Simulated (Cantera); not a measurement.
What does this Cantera script print?

```python
import numpy as np
import cantera as ct

gas = ct.Solution("gri30.yaml")
gas.TPX = 1325, 26000, {'CH4': 1, 'O2': 0.952, 'N2': 3.58}
reactor = ct.IdealGasConstPressureReactor(gas, energy="on", clone=False)
net = ct.ReactorNet([reactor])
net.rtol, net.atol = 1e-08, 1e-16
show = ['CH4', 'O2', 'NO2', 'HO2', 'HCO', 'C2H6']
times = np.geomspace(6e-06, 3, 12)

steps = ct.SolutionArray(gas, extra=["t"])
rows = []
print(f"{'t/s':>10s}{'T/K':>9s}{'P/Pa':>11s}" + "".join(f"{s:>11s}" for s in show))
for t in times:
    while net.time < t:
        t_next = net.step()
        steps.append(gas.state, t=t_next)
    rows.append([np.interp(t, steps.t, y) for y in (steps.T, steps.P, *steps(*show).X.T)])
    print(f"{t:10.3e}{rows[-1][0]:9.1f}{rows[-1][1]:11.4g}" + "".join(f"{x:11.3e}" for x in rows[-1][2:]))
rate = np.gradient(steps.T, steps.t)
print("integrator steps:", len(steps.t))
if steps.T.max() > steps.T[0] + 200:
    print(f"time of steepest temperature rise: {steps.t[rate.argmax()]:.4e} s")
gas.TPX = 1325, 26000, {'CH4': 1, 'O2': 0.952, 'N2': 3.58}
gas.equilibrate("HP")
print(f"equilibrium (HP): T = {gas.T:.1f} K  " + "  ".join(f"{s} {gas[s].X[0]:.3e}" for s in show))
```

It prints:

```
       t/s      T/K       P/Pa        CH4         O2        NO2        HO2        HCO       C2H6
 6.000e-06   1325.0    2.6e+04  1.808e-01  1.721e-01  4.422e-27  1.872e-08  6.301e-17  4.876e-15
 1.978e-05   1325.0    2.6e+04  1.808e-01  1.721e-01  3.486e-25  6.130e-08  7.774e-16  1.888e-13
 6.521e-05   1325.0    2.6e+04  1.808e-01  1.721e-01  1.792e-23  1.976e-07  9.213e-15  7.256e-12
 2.150e-04   1325.0    2.6e+04  1.808e-01  1.721e-01  9.868e-22  6.041e-07  1.201e-13  3.135e-10
 7.088e-04   1325.0    2.6e+04  1.808e-01  1.721e-01  7.500e-20  1.514e-06  2.318e-12  2.080e-08
 2.337e-03   1325.0    2.6e+04  1.807e-01  1.721e-01  5.379e-18  1.723e-06  8.405e-11  2.105e-06
 7.703e-03   1326.3    2.6e+04  1.803e-01  1.718e-01  3.210e-16  2.941e-06  1.737e-09  6.689e-05
 2.540e-02   1348.1    2.6e+04  1.749e-01  1.681e-01  8.523e-14  1.891e-05  4.997e-08  8.939e-04
 8.373e-02   2295.8    2.6e+04  3.622e-12  7.146e-06  5.556e-10  2.792e-09  5.471e-08  1.871e-24
 2.760e-01   2296.4    2.6e+04  3.483e-12  7.216e-06  2.888e-10  2.818e-09  5.484e-08  1.746e-24
 9.100e-01   2296.4    2.6e+04  3.472e-12  7.223e-06  2.547e-10  2.821e-09  5.484e-08  1.736e-24
 3.000e+00   2296.4    2.6e+04  3.472e-12  7.223e-06  2.546e-10  2.821e-09  5.484e-08  1.736e-24
integrator steps: 2263
time of steepest temperature rise: 3.4727e-02 s
equilibrium (HP): T = 2296.4 K  CH4 3.901e-12  O2 7.223e-06  NO2 2.546e-10  HO2 2.821e-09  HCO 5.484e-08  C2H6 2.132e-24
```

Detailed kinetics in Cantera: GRI-Mech 3.0 (53 species, 325 reactions).
